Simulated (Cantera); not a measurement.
Input: 1 mol SiH4, 0.7 mol N2, 49 mol H2, at 1023 K and 10000 Pa.

Method: chemical equilibrium by Gibbs-energy minimisation in Cantera with the NASA 1993 tables (ideal gas, pure condensed phases). Candidate condensed phases: Si, Si3N4; 18 gas species. N2 is the only nitrogen source here; it is nearly inert below about 1500 K, so the nitride shown seldom forms there in practice. Kinetics and transport are ignored.

Base state: H2 0.999, N2 0.000653 (mole fractions); condensed: Si3N4(s).

Question: What changes in the equilibrium state with this change: SiH4 replaced by SiF4?

Answer: 
```csv
species,before,after
H2,0.999,0.966
SiF4,0,0.0195
N2,0.000653,0.0138
HF,0,0.000350
SiHF3,0,0.000168
"Si3N4(s), mol",0.333,0.000744
```

Question: What changes in the equilibrium state with this change: temperature from 1023 K to 1898.15 K?

Answer: 
```
species          before     after
-------------  --------  --------
H2                0.999     0.984
N2             0.000653    0.0135
H               1.31e-8   0.00245
Si                <1e-9  0.000123
SiH2              <1e-9   5.67e-5
SiH               <1e-9   3.37e-5
Si3N4(s), mol     0.333         0
Si(l), mol            0     0.988
```
Gases not in the tables: Si2H6 and higher silanes.
